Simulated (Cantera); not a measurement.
A closed system holds: 1 mol Fe2O3, 2400 mol H2, 1.4 mol H2O, equilibrated at 1250 °C and 0.200 bar.

Cantera equilibrium calculation (NASA polynomials, part measured and part estimated; ideal gas, pure solids and liquids). Candidate condensed phases: Fe, FeO, Fe(OH)2, Fe(OH)3, Fe2O3, Fe3O4, H2O; 12 gas species. Kinetics and transport are ignored.

Base state: H2 0.998, H2O 0.00183, H 5.16e-5 (mole fractions); condensed: Fe(γ).

Problem. What changes in the equilibrium state with this change: Fe2O3 replaced by Cu2O?

Solution. 
```
species      before     after
----------  -------  --------
H2            0.998     0.999
H2O         0.00183  0.000999
Cu                0   6.02e-5
H           5.16e-5   5.17e-5
Fe(γ), mol     2.00         0
Cu(l), mol        0      1.86
```
Further candidate phases: Cu, CuO, Cu(OH)2, Cu2O.
